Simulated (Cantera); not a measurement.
Input: 1 mol TiO₂, 0.2 mol HCl, 0.18 mol H₂, equilibrated at 1648.15 K and 75.0 Torr.

Equilibrium computed with Cantera from the NASA thermochemical tables; the gas is ideal and each condensed phase is pure. Candidate condensed phases: H₂O, Ti, TiCl₂, TiCl₃, TiCl₄, TiO, TiO₂, Ti₂O₃, Ti₃O₅, Ti₄O₇; 23 gas species. Mutual solubility and eutectic melting of coexisting phases are not modelled. Condensed phases not in the tables: Magnéli phases beyond Ti₄O₇. The numbers say what is thermodynamically allowed, not how fast it happens.

**Question.** What is the equilibrium state?

**Answer.** 
```json
{
  "x(HCl)": "0.526",
  "x(H₂)": "0.454",
  "x(H₂O)": "0.0197",
  "x(H)": "0.000190",
  "x(Cl)": "0.000173",
  "x(TiCl₃)": "5.58e-5",
  "x(TiCl₄)": "1.75e-5",
  "x(TiOCl₂)": "1.58e-6",
  "n(TiO₂(rutile))": "0.970 mol",
  "n(Ti₄O₇(s))": "0.00744 mol",
  "gas_amount": "0.3801 mol",
  "log10 activity of Ti₃O₅(s) (absent)": "-0.12",
  "log10 activity of Ti₂O₃(s) (absent)": "-0.66",
  "log10 activity of TiCl₄(l) (absent)": "-7.71"
}
```
